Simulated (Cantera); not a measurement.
Charge: 1 mol toluene, a varied amount of H2O, 1.3 mol H2, equilibrated at 427 °C and 78.0 bar.

Cantera equilibrium calculation (NASA polynomials, part measured and part estimated; ideal gas, pure solids and liquids). Candidate condensed phases: C, C6H6, C7H8, C8H18, H2O; 110 gas species. The ideal-gas law is rough above about 30 bar. Kinetics and transport are ignored.

Task: At 0.23 mol H2O, list the 6 most abundant gas species with their mole fractions, and the condensed phases.

Result: CH4 0.886, H2O 0.0759, H2 0.0365, CO2 0.00122, C2H6 9.34e-5, CO 6.22e-5. Condensed: C(graphite).
